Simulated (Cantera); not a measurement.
Charge: 1 mol SiH₂Cl₂, 0.54 mol NH₃, 47 mol N₂, held at 0.0133 bar.

These are equilibrium values from Cantera (NASA tables, ideal gas, pure condensed phases), not measurements of a reactor. Candidate condensed phases: NH₄Cl, Si, Si₃N₄; 28 gas species. The tables' values for SiCl₃ are old estimates; treat these amounts as uncertain. Rates play no part. All values below are at 1475 K.

Base state: N₂ 0.943, HCl 0.0333, H₂ 0.0199, SiCl₂ 0.00304, SiCl₃ 0.000243, SiCl₄ 6.61e-5, Cl 2.15e-5, H 1.58e-5 (mole fractions); condensed: Si₃N₄(s).

What changes in the equilibrium state with this change: N₂ from 47 to 2.7 mol?


```tsv
species	before	after
N₂	0.943	0.470
HCl	0.0333	0.278
H₂	0.0199	0.207
SiCl₂	0.00304	0.0324
SiHCl₃	3.74e-6	0.000333
SiCl₄	6.61e-5	0.00472
SiCl₃	0.000243	0.00670
Si₃N₄(s), mol	0.278	0.256
```
